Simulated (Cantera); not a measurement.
An isothermal, constant-pressure homogeneous reactor starts with CH₄ : H₂ : N₂ = 0.031 : 1 : 0.017 (molar parts), at 1925 K and 0.227 atm. Integrator tolerance rtol = 1e-08.

Model: GRI-Mech 3.0 (53 species, 325 reactions), integrated in Cantera. GRI-Mech 3.0 stops at C3 and has no aromatics, soot or wall deposition, so with more carbon than oxygen in the feed, carbon stays in small species such as C2H2 where larger ones or solid carbon would form.

What does this change do: pressure from 0.227 atm to 0.0454 atm?


```json
[
 {"quantity": "x(CH₄) at 30.0 s", "before": "0.000629 (gas-phase equilibrium 0.000541)", "after": "0.000126 (gas-phase equilibrium 0.000109)"},
 {"quantity": "x(H₂) at 30.0 s", "before": "0.968 (gas-phase equilibrium 0.968)", "after": "0.965 (gas-phase equilibrium 0.965)"},
 {"quantity": "x(C₂H₂) at 30.0 s", "before": "0.0140 (gas-phase equilibrium 0.0104)", "after": "0.0143 (gas-phase equilibrium 0.0106)"},
 {"quantity": "x(CH₃) at 30.0 s", "before": "2.55e-5 (gas-phase equilibrium 2.20e-5)", "after": "1.15e-5 (gas-phase equilibrium 9.89e-6)"},
 {"quantity": "x(H) at 30.0 s", "before": "0.00198 (gas-phase equilibrium 0.00198)", "after": "0.00441 (gas-phase equilibrium 0.00441)"}
]
```
Radical loss at walls, strong at low pressure, is not modelled.

What does this change do: 0.0054 parts H2O added?


```
quantity                                              before                                      after
-----------------  -----------------------------------------  -----------------------------------------
x(CH₄) at 30.0 s   0.000629 (gas-phase equilibrium 0.000541)  0.000566 (gas-phase equilibrium 0.000479)
x(H₂) at 30.0 s          0.968 (gas-phase equilibrium 0.968)        0.965 (gas-phase equilibrium 0.965)
x(C₂H₂) at 30.0 s      0.0140 (gas-phase equilibrium 0.0104)     0.0114 (gas-phase equilibrium 0.00816)
x(CH₃) at 30.0 s     2.55e-5 (gas-phase equilibrium 2.20e-5)    2.30e-5 (gas-phase equilibrium 1.94e-5)
x(H) at 30.0 s       0.00198 (gas-phase equilibrium 0.00198)    0.00197 (gas-phase equilibrium 0.00197)
```
